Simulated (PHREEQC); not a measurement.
Dissolve 0.013 mol NH4HF2 and 0.029 mol H2SO4 per kg of water at 20 °C. Closed to the air; pH follows from the charge balance.

Computed with PHREEQC (ion-association model, wateq4f.dat).

No solid was allowed to form.

Q: Order these F species by the share of F that they hold, largest first: HF, HF2-, H2F2, F-.

A: HF (85 %), H2F2 (12 %), F- (3.0 %), HF2- (0.49 %)

The pH is 1.59 and the ionic strength 0.0549 mol/kgw. Complexes and solids missing from the database can't appear. wateq4f.dat counts part of the HF as a dimer, H2F2, which phreeqc.dat doesn't know; its constant is uncertain.
